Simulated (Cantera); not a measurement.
Feed: 1 mol SiHCl₃, 0.6 mol N₂, 29 mol H₂.

Method: chemical equilibrium by Gibbs-energy minimisation in Cantera with the NASA 1993 tables (ideal gas, pure condensed phases). Candidate condensed phases: NH₄Cl, Si, Si₃N₄; 28 gas species. Mutual solubility and eutectic melting of coexisting phases are not modelled. The tables' values for SiCl₃ are old estimates. Rates play no part.

Stable condensed phases, one row left out:

```
T in K \ P in Pa
              5     17     59    210    710   2400   8400  29000 100000
   1875       A      A      B      B      B      B      B      B      B
   1850       A      A      B      B      B      B      B      B      B
   1825       A      A      B      B      B      B      B      B      C
   1800       A      A      B      B      B      B      B      B      C
   1750       A      B      B      B      B      B      B      C      D
   1725       A      B      B      B      B      B      B      D      D
   1700       B      B      B      B      B      B      C      D      D
   1675       B      B      B      B      B      B      C      D      D
   1650       B      B      B      B      B      B      D      D      D
   1625       B      B      B      B      B      B      D      D      D
```

A: gas only; B: Si; C: Si + Si₃N₄; D: Si₃N₄.

Q: Give the row for 1775 K.

A: 5: gas only; 17: Si; 59: Si; 210: Si; 710: Si; 2400: Si; 8400: Si; 29000: Si; 100000: Si₃N₄.
